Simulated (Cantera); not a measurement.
Input: 1 mol Si, 9 mol F2, at 802 °C and 10000 Pa.

These are equilibrium values from Cantera (NASA tables, ideal gas, pure condensed phases), not measurements of a reactor. Candidate condensed phases: Si; 9 gas species. The numbers say what is thermodynamically allowed, not how fast it happens.

Base state: F2 0.475, F 0.427, SiF4 0.0983 (mole fractions); condensed: gas only.

**Question.** What changes in the equilibrium state with this change: pressure from 10000 Pa to 6.70 Pa?

**Answer.** 
```json
[
 {"species": "F", "before": "0.427", "after": "0.932"},
 {"species": "SiF4", "before": "0.0983", "after": "0.0668"},
 {"species": "F2", "before": "0.475", "after": "0.00151"}
]
```
